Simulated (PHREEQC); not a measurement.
Dissolve 5.5 mmol/kgw H2SO4, 12 mmol/kgw ZnSO4 and 4.9 mmol/kgw KCl at 22 °C. It is in equilibrium with CO2 at log p = 0 (atm). Otherwise closed; pH follows from the charge balance.

The numbers come from PHREEQC with the ion-association model, wateq4f.dat.

| quantity | before | after |
|---|---|---|
| pH | 2.18 | 2.37 |
| ionic strength (mol/kgw) | 0.0455 | 0.0467 |
| SO4-2 (mol/kgw) | 0.00951 | 0.0103 |
| HSO4- (mol/kgw) | 0.00330 | 0.00227 |
| SI of Goslarite (ZnSO4:7H2O) | -2.78 | -2.76 |
| SI of ZnCO3:H2O (ZnCO3:H2O) | -5.96 | -5.58 |

**Question.** What was changed between the two runs?
A. 0.0038 mol/kgw CsOH added
B. diluted 2-fold with water
C. diluted 5-fold with water
D. KCl left out
E. H2SO4 replaced by K2SO4 at the same molality

**Answer.** A, 0.0038 mol/kgw CsOH added

This is a speciation only: nothing precipitates in the calculation.
